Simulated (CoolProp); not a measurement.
Properties of n-hexane along the isotherm 549.2 K (Tc = 507.8 K, pc = 3.044 MPa, ω = 0.300).

Values from CoolProp's reference Helmholtz-energy equation of state, Thol 2019.

```csv
p (MPa),phase,Z,speed of sound (m/s),viscosity (µPa s),conductivity (mW/(m K)),fugacity coefficient
0.761,gas,0.9308,219.5,11.9,41.8,0.9344
1.52,gas,0.8558,203.0,13.1,42.3,0.8709
2.28,gas,0.7725,184.5,14.5,43.9,0.8088
3.04,gas,0.6777,163.8,16.3,47.1,0.7481
3.81,supercritical,0.5654,141.9,19.0,53.7,0.6874
4.57,supercritical,0.4472,129.9,24.3,64.1,0.6284
5.33,supercritical,0.3812,149.7,32.0,71.3,0.5738
6.09,supercritical,0.3733,186.5,38.4,74.2,0.5279
6.85,supercritical,0.3860,221.1,43.0,76.1,0.4907
7.61,supercritical,0.4057,251.3,46.8,77.6,0.4604
```

Viscosity comes from a separate model (Michailidou 2013). Thermal conductivity comes from a separate model (Assael 2013).
